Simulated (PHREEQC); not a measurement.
Ca(OH)2 is added in steps, without added water, to 1 kg of water holding 0.00098 mol NaH2PO4 and 8.9e-05 mol K2HPO4, at 82 °C. Oxygen is held at 0.21 atm. The system is closed to CO2. Only these solids could form: Portlandite, Hydroxyapatite.

Base run: PHREEQC, ion-association model, wateq4f.dat. Each further column changes one thing. The table gives P in solution (mol/kgw).

```
Ca(OH)2 added (mol)      base  metal-ligand complexes left out  database phreeqc.dat  Debye-Hückel limiting law  all activity coefficients set to 1
-------------------  --------  -------------------------------  --------------------  -------------------------  ----------------------------------
0                     0.00107                          0.00107               0.00107                    0.00107                             0.00107
0.0004333            0.000820                         0.000817              0.000820                   0.000820                            0.000817
0.0008667            0.000550                         0.000549              0.000550                   0.000550                            0.000550
0.0013               0.000289                         0.000289              0.000290                   0.000289                            0.000289
0.001733              2.94e-5                          2.93e-5               2.94e-5                    2.94e-5                             2.94e-5
0.002167              2.94e-9                         1.99e-10               3.00e-9                    3.00e-9                             2.26e-9
0.0026                1.57e-9                         4.08e-11               1.60e-9                    1.62e-9                             1.17e-9
0.003033              1.11e-9                         1.60e-11               1.13e-9                    1.16e-9                            7.94e-10
0.003467             8.75e-10                       (withheld)              8.92e-10                 (withheld)                          (withheld)
0.0039               7.28e-10                       (withheld)              7.42e-10                   7.74e-10                            4.88e-10
0.004333             6.28e-10                         3.27e-12              6.40e-10                 (withheld)                            4.09e-10
0.004767             5.55e-10                         2.30e-12              5.65e-10                   6.01e-10                            3.53e-10
0.0052               4.99e-10                       (withheld)              5.08e-10                   5.46e-10                            3.10e-10
```

Problem. Complete the blanks.

Solution. 
- 0.003467, metal-ligand complexes left out: 8.26e-12
- 0.003467, Debye-Hückel limiting law: 9.21e-10
- 0.003467, all activity coefficients set to 1: 6.04e-10
- 0.0039, metal-ligand complexes left out: 4.95e-12
- 0.004333, Debye-Hückel limiting law: 6.74e-10
- 0.0052, metal-ligand complexes left out: 1.71e-12

H3PO4, which wateq4f.dat lacks, is added to it with the constant of phreeqc.dat. At this temperature some constants are extrapolated from 25 °C, and those without enthalpy data are left unchanged. phreeqc.dat and wateq4f.dat share most of their constants, so their agreement is no independent check. Solids allowed in the column 'database phreeqc.dat': Hydroxyapatite.
